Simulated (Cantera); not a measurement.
# AlN + HI + N2 (chemical vapour transport)

A closed system holds: 1 mol AlN, 2.4 mol HI, 0.11 mol N2, held at 1.00 bar.

Method: chemical equilibrium by Gibbs-energy minimisation in Cantera with the NASA 1993 tables (ideal gas, pure condensed phases). Candidate condensed phases: Al, AlI3, AlN, I2; 19 gas species. Kinetics and transport are ignored.

```csv
T (°C),x HI,x H2,x AlI3,x N2,x I,x I2,x Al2I6,n AlN(s)
577,0.467,0.245,0.144,0.118,0.00165,0.0231,0.00151,0.630
627,0.436,0.260,0.156,0.123,0.00289,0.0211,0.000852,0.603
677,0.409,0.273,0.166,0.127,0.00476,0.0194,0.000504,0.579
727,0.384,0.284,0.175,0.131,0.00743,0.0179,0.000311,0.559
777,0.362,0.295,0.181,0.134,0.0111,0.0166,0.000200,0.542
827,0.342,0.303,0.186,0.137,0.0160,0.0154,0.000133,0.528
877,0.323,0.311,0.190,0.139,0.0223,0.0144,9.06e-5,0.517
927,0.306,0.318,0.193,0.140,0.0301,0.0134,6.34e-5,0.508
977,0.290,0.323,0.194,0.140,0.0397,0.0125,4.53e-5,0.503
1027,0.276,0.328,0.194,0.140,0.0511,0.0117,3.28e-5,0.501
1077,0.262,0.332,0.192,0.139,0.0644,0.0109,2.42e-5,0.501
1127,0.248,0.335,0.190,0.137,0.0797,0.0102,1.79e-5,0.503
1177,0.236,0.337,0.186,0.135,0.0968,0.00952,1.34e-5,0.509
```
x: gas mole fraction; n: condensed amount in mol.

From 577 °C to 1177 °C the condensed part is AlN(s). The main Al-bearing gas is AlI3 throughout.
